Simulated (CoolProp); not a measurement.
500 sccm (0 °C, 1 atm) of nitrogen bubbles through liquid n-nonane at 297.4 K and leaves saturated at a total pressure of 0.00657 MPa (ideal gas phase). Each further row changes one setting.

Values from CoolProp's reference Helmholtz-energy equation of state, Lemmon 2006. It is a short technical equation, of lower accuracy than the large ones.

| case | vapour pressure (kPa) | mole fraction of vapour | delivery (mg/min) | delivery (sccm) | change of delivery for a bath 1 K warmer (%) |
|---|---|---|---|---|---|
| as stated | 0.554 | 0.0843 | (withheld) | 46.0 | (withheld) |
| bath temperature 302.4 K | (withheld) | (withheld) | 372 | 65.0 | 7.1 |
| total pressure 0.0131 MPa | 0.554 | 0.0423 | (withheld) | 22.1 | (withheld) |

**Question.** What belongs in the gaps?

**Answer.** 
- as stated, delivery (mg/min): 263
- as stated, change of delivery for a bath 1 K warmer (%): 7.2
- bath temperature 302.4 K, vapour pressure (kPa): 0.755
- bath temperature 302.4 K, mole fraction of vapour: 0.115
- total pressure 0.0131 MPa, delivery (mg/min): 126
- total pressure 0.0131 MPa, change of delivery for a bath 1 K warmer (%): 6.8
